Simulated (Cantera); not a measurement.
## Ignition delay

Mixture: H2 : O2 : N2 : H2O = 1 : 0.333 : 1.25 : 0.092 (molar parts), at 3.80 bar, adiabatic and at constant volume. Ignition delay is the time to a rise of 400 K.

Cantera simulation using GRI-Mech 3.0 (53 species, 325 reactions); the numbers are that mechanism's predictions, not measurements. The hydrogen kinetics of GRI-Mech 3.0 are dated; newer H2 mechanisms differ, most at raised pressure. Where the delays flatten at high temperature, the 400 K rule measures the pace of heat release, not the induction time.

```csv
T0 (K),delay (ms)
1073,1.45
1173,0.0371
1273,0.0112
1373,0.00623
1473,0.00414
1573,0.00303
1673,0.00238
1773,0.00198
1873,0.00174
```
